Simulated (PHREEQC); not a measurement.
PHREEQC input (ion-association model, wateq4f.dat):

```
SOLUTION_MASTER_SPECIES
  An  An-  0  An  62.0  # stands for a non-complexing anion
SOLUTION_SPECIES
  An- = An-
    -log_k 0
    -gamma 3.0 0
PHASES
  Fix_H+
    H+ = H+
    -log_k 0
SOLUTION 1
  temp 25
  units mmol/kgw
  pH 7 charge
  Cl 0.0158
  Ni 0.0079
  Na 10
  An 10
END
SELECTED_OUTPUT 1
  -reset false
  -pH true
  -pe true
  -ionic_strength true
  -water true
  -totals Cl Na Ni
  -molalities Hfo_wOH Hfo_wOH2+ Hfo_wO- Hfo_sOH Hfo_sOH2+ Hfo_sO- Hfo_sONi+ Hfo_wONi+
  -saturation_indices Ni(OH)2 Halite
USER_PUNCH 1
  -headings sigma psi
  10 PUNCH EDL("sigma", "Hfo"), EDL("psi", "Hfo")
PRINT
  -reset false
USE solution 1
SURFACE 1
  Hfo_wOH 0.000103371 600 0.046
  Hfo_sOH 2.58427e-06
EQUILIBRIUM_PHASES 1
  Fix_H+ -4 HAn 10
    -force_equality true
  O2(g) -0.68 10
END
# ... the last block is repeated for the other 16 points of pH, with NaOH or the acid as the point needs
```

Selected output (columns that matter, 16 of 17 rows; pH added in front):

```
pH	mu	Na	Ni	m_Hfo_wOH	m_Hfo_wOH2+	m_Hfo_wO-	m_Hfo_sOH	m_Hfo_sOH2+	m_Hfo_sO-	m_Hfo_sONi+	si_Ni(OH)2	si_Halite	sigma	psi
4	0.010164	0.01	7.8999e-06	4.1772e-05	6.0943e-05	6.5593e-07	1.0443e-06	1.5235e-06	1.6398e-08	9.5463e-11	-8.0833	-8.4739	0.21604	0.18492
4.5	0.010081	0.01	7.8992e-06	5.5608e-05	4.6231e-05	1.5323e-06	1.3898e-06	1.1554e-06	3.8296e-08	7.2501e-10	-7.0827	-8.4736	0.16018	0.16979
5	0.010051	0.01	7.8943e-06	6.5984e-05	3.4496e-05	2.8914e-06	1.6461e-06	8.6059e-07	7.2134e-08	5.3995e-09	-6.0827	-8.4735	0.11327	0.15213
5.5	0.010038	0.01	7.8578e-06	7.2696e-05	2.602e-05	4.6528e-06	1.7893e-06	6.4045e-07	1.1452e-07	4.0005e-08	-5.0847	-8.4734	0.07669	0.13228
6	0.010031	0.01	7.6096e-06	7.6487e-05	2.0249e-05	6.6185e-06	1.7098e-06	4.5266e-07	1.4795e-07	2.7384e-07	-4.0986	-8.4734	0.049735	0.11045
6.5	0.010025	0.01	6.6174e-06	7.8377e-05	1.6183e-05	8.6959e-06	1.0752e-06	2.22e-07	1.1929e-07	1.1678e-06	-3.1593	-8.4734	0.03102	0.087262
7	0.010018	0.010001	5.0291e-06	7.8717e-05	1.3155e-05	1.0791e-05	3.2381e-07	5.4113e-08	4.4388e-08	2.162e-06	-2.2788	-8.4733	0.018336	0.063118
7.5	0.010017	0.010008	2.5644e-06	7.7043e-05	1.0459e-05	1.3001e-05	8.942e-08	1.2139e-08	1.509e-08	2.4676e-06	-1.5722	-8.473	0.0097574	0.03888
8.5	0.01002	0.01002	6.7085e-08	7.402e-05	7.6657e-06	1.6374e-05	4.7401e-08	4.909e-09	1.0486e-08	2.5215e-06	-1.1696	-8.4725	-0.003079	-0.013322
9	0.010028	0.01003	8.4316e-09	7.3311e-05	6.934e-06	1.7756e-05	4.6454e-08	4.3937e-09	1.1251e-08	2.5222e-06	-1.1214	-8.4721	-0.010271	-0.04057
9.5	0.010054	0.010057	1.6556e-09	7.2225e-05	6.0642e-06	1.9706e-05	4.571e-08	3.8379e-09	1.2472e-08	2.5222e-06	-1.0626	-8.471	-0.020111	-0.067088
10	0.010132	0.010137	9.4182e-10	7.027e-05	4.9717e-06	2.2753e-05	4.4467e-08	3.1461e-09	1.4398e-08	2.5223e-06	-0.9763	-8.4679	-0.034588	-0.092268
10.5	0.010376	0.010384	1.2666e-09	6.6706e-05	3.6941e-06	2.7594e-05	4.2214e-08	2.3377e-09	1.7463e-08	2.5223e-06	-0.8473	-8.4584	-0.055997	-0.11555
11	0.011146	0.011158	2.9747e-09	6.0378e-05	2.3692e-06	3.5249e-05	3.8221e-08	1.4998e-09	2.2314e-08	2.5222e-06	-0.6546	-8.43	-0.087417	-0.13628
11.5	0.013605	0.013625	1.2784e-08	4.9395e-05	1.1784e-06	4.7432e-05	3.1324e-08	7.4727e-10	3.0079e-08	2.5221e-06	-0.3521	-8.3518	-0.13424	-0.15307
12	0.021641	0.02167	1.1843e-07	3.1483e-05	3.4256e-07	6.6285e-05	2.0351e-08	2.2143e-10	4.2846e-08	2.5208e-06	0.1757	-8.1726	-0.20349	-0.16248
```

Along this series the solution becomes supersaturated in solids that the run did not let form, among them Ni(OH)2. Species that the database lacks are ignored.
